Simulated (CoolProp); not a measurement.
Vapour-liquid equilibrium of cyclohexane (1) + p-xylene (2) at 0.023 MPa; x and y are mole fractions of (1).

Values from CoolProp's multi-fluid Helmholtz-energy mixture model, Zhou 2014 and Zhou 2012; pair parameters Bell 2016.

```
x     bubble temperature (°C)  y at the bubble point  dew temperature at overall composition x (°C)  liquid density (mol/L)
----  -----------------------  ---------------------  ---------------------------------------------  ----------------------
0.05                      [?]                  0.300                                           89.2                   7.636
0.2                      65.7                    [?]                                            [?]                   7.910
0.35                     56.6                  0.823                                           80.3                   8.135
0.5                       [?]                  0.891                                           74.7                   8.342
0.65                     46.2                  0.933                                           67.7                     [?]
0.8                      42.6                  0.965                                           58.4                   8.753
0.95                      [?]                    [?]                                           44.3                   8.970
```

Task: What belongs in the gaps?

Result: 
- 0.05, bubble temperature (°C): 82.0
- 0.2, y at the bubble point: 0.686
- 0.2, dew temperature at overall composition x (°C): 85.0
- 0.5, bubble temperature (°C): 50.6
- 0.65, liquid density (mol/L): 8.546
- 0.95, bubble temperature (°C): 39.3
- 0.95, y at the bubble point: 0.991

No azeotrope shows between x = 0.05 and 0.95.

The pair parameters rest on a limited set of measurements; away from them the model extrapolates.
